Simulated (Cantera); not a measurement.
Feed: 1 mol Ta, a varied amount of CO2, 4.4 mol H2, at 0.570 bar.

Equilibrium computed with Cantera from the NASA thermochemical tables; the gas is ideal and each condensed phase is pure. Candidate condensed phases: C, C6H6, C7H8, C8H18, H2O, Ta, TaC, Ta2O5; 113 gas species. Mutual solubility and eutectic melting of coexisting phases are not modelled. TaC: taken at fixed stoichiometry. Condensed phases not in the tables: Ta2C, N, O or C dissolved in the metal. The numbers say what is thermodynamically allowed, not how fast it happens.

Stable condensed phases, one row left out:

```
T in °C \ n(CO2) in mol
         0.45 0.76  1.3  2.1  3.5  5.9  9.8
   2475     A    A    A    A    B    B    B
   2375     A    A    A    A    B    B    B
   2275     A    A    A    A    B    B    B
   2175     A    A    A    A    B    B    B
   2075     A    A    C    D    B    B    B
   1875     C    D    D    D    B    B    B
   1775     C    D    D    D    B    B    B
   1675     C    D    D    D    B    B    B
   1575     C    D    D    D    B    B    B
   1475     C    D    D    D    B    B    B
   1375     C    D    D    D    B    B    B
```

A: Ta + Ta2O5; B: Ta2O5; C: Ta + TaC + Ta2O5; D: TaC + Ta2O5.

Question: Give the row for 1975 °C.

Answer: 0.45: Ta + TaC + Ta2O5; 0.76: Ta + TaC + Ta2O5; 1.3: TaC + Ta2O5; 2.1: TaC + Ta2O5; 3.5: Ta2O5; 5.9: Ta2O5; 9.8: Ta2O5.
